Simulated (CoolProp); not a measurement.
Toluene along the isotherm 600.6 K: fugacity coefficient from the reference equation and from simpler models built on Tc = 591.7 K, pc = 4.126 MPa, ω = 0.266; each cubic takes its own stable root.

Computed with CoolProp (reference Helmholtz-energy equation of state, Lemmon 2006). It is a short technical equation, of lower accuracy than the large ones.

```
p (MPa)          phase  reference  van der Waals  Soave-Redlich-Kwong  Peng-Robinson
-------  -------------  ---------  -------------  -------------------  -------------
0.0196             gas     0.9983         0.9986               0.9985         0.9983
0.0445             gas     0.9962         0.9969               0.9965         0.9961
0.101              gas     0.9915         0.9930               0.9921         0.9912
0.231              gas     0.9805         0.9840               0.9819         0.9798
0.525              gas     0.9559         0.9637               0.9591         0.9545
1.2                gas     0.9003         0.9172               0.9074         0.8976
2.72               gas     0.7785         0.8124               0.7934         0.7747
6.19     supercritical     0.4972         0.5460               0.5248         0.5016
```
